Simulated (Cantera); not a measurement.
A perfectly stirred reactor is fed with CH4 : CO : O2 : N2 : H2O = 1 : 0.043 : 5.05 : 19 : 1.1 (molar parts), equivalence ratio 0.40, at 0.840 bar; it is adiabatic with a 600 K inlet, and is followed from long to short residence time, starting on the burning branch (τ in s: 0.31, 0.11, 0.038, 0.013, 0.0046, 0.0016, 0.00057, 0.0002, 7e-05, 2.5e-05, 8.6e-06).

Model: GRI-Mech 3.0 (53 species, 325 reactions), integrated in Cantera.

Predict: blow-out, bracketed by the residence times tried; x(CH4) at τ = 0.310 s; x(CO) at τ = 0.310 s; x(O2) at τ = 0.310 s; x(NO) at τ = 0.310 s; x(OH) at τ = 0.310 s; x(CH4) at τ = 1.60 ms; x(CO) at τ = 1.60 ms; x(O2) at τ = 1.60 ms; x(NO) at τ = 1.60 ms; x(OH) at τ = 1.60 ms.


| Property | Result |
|---|---|
| blow-out, bracketed by the residence times tried | burning at 1.60 ms, out at 0.570 ms |
| x(CH4) at τ = 0.310 s | 1.34e-5 |
| x(CO) at τ = 0.310 s | 0.000150 |
| x(O2) at τ = 0.310 s | 0.116 |
| x(NO) at τ = 0.310 s | 1.20e-6 |
| x(OH) at τ = 0.310 s | 0.000327 |
| x(CH4) at τ = 1.60 ms | 0.000614 |
| x(CO) at τ = 1.60 ms | 0.00720 |
| x(O2) at τ = 1.60 ms | 0.120 |
| x(NO) at τ = 1.60 ms | 2.65e-7 |
| x(OH) at τ = 1.60 ms | 0.00106 |
